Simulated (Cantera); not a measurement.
A perfectly stirred reactor is fed with NH₃ : H₂ = 1 : 1.9 (molar parts), at 750 Torr; it is held at 2300 K, and followed from long to short residence time.

Computed with Cantera and the gas-phase N/H chemistry of the illustrative SiF4/NH3 mechanism in the Surface Chemkin manual (1991). Walls and surfaces, which speed up NH3 decomposition in real reactors, are not modelled.

x: mole fraction; the columns are a selection and need not sum to one.

```csv
τ (s),x NH₃,x H₂,x N,x NH,x NH₂,x H
2.4,0.000672,0.863,2.37e-6,4.96e-6,2.20e-5,0.00891
1.1,0.00102,0.863,3.41e-6,7.28e-6,3.29e-5,0.00875
0.50,0.00163,0.863,4.80e-6,1.07e-5,5.01e-5,0.00841
0.23,0.00276,0.863,6.34e-6,1.53e-5,7.84e-5,0.00774
0.10,0.00568,0.862,7.52e-6,2.18e-5,0.000134,0.00645
0.047,?,0.859,7.58e-6,?,?,?
0.021,0.0297,0.849,7.22e-6,3.70e-5,0.000402,0.00364
0.0096,?,0.830,6.97e-6,?,?,?
0.0044,0.112,0.799,6.78e-6,5.56e-5,0.000974,0.00219
0.0020,0.178,0.757,6.57e-6,6.38e-5,0.00133,0.00178
```

Question: Some entries are withheld; supply them.

Answer: 
- 0.047, x NH₃: 0.0126
- 0.047, x NH: 2.87e-5
- 0.047, x NH₂: 0.000230
- 0.047, x H: 0.00495
- 0.0096, x NH₃: 0.0615
- 0.0096, x NH: 4.62e-5
- 0.0096, x NH₂: 0.000651
- 0.0096, x H: 0.00278
